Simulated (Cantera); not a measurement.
Charge: 1 mol Fe(CO)5, 0.78 mol O2, 89 mol H2, at 1023.15 K and 1.00 bar.

These are equilibrium values from Cantera (NASA tables, ideal gas, pure condensed phases), not measurements of a reactor. Candidate condensed phases: C, C6H6, C7H8, C8H18, Fe, Fe(CO)5, FeO, Fe(OH)2, Fe(OH)3, Fe2O3, Fe3O4, H2O; 114 gas species. Rates play no part.

Base state: H2 0.912, CO 0.0361, H2O 0.0327, CH4 0.0172, CO2 0.00169 (mole fractions); condensed: Fe(α).

Question: What changes in the equilibrium state with this change: temperature from 1023.15 K to 1623 K?

Answer: 
| species | before | after |
|---|---|---|
| H2 | 0.912 | 0.930 |
| CO | 0.0361 | 0.0529 |
| H2O | 0.0327 | 0.0163 |
| CH4 | 0.0172 | 2.93e-6 |
| H | 3.97e-9 | 6.67e-5 |
| CO2 | 0.00169 | 0.000299 |
| Fe(α), mol | 1.00 | 0 |
| Fe(γ), mol | 0 | 1.000 |
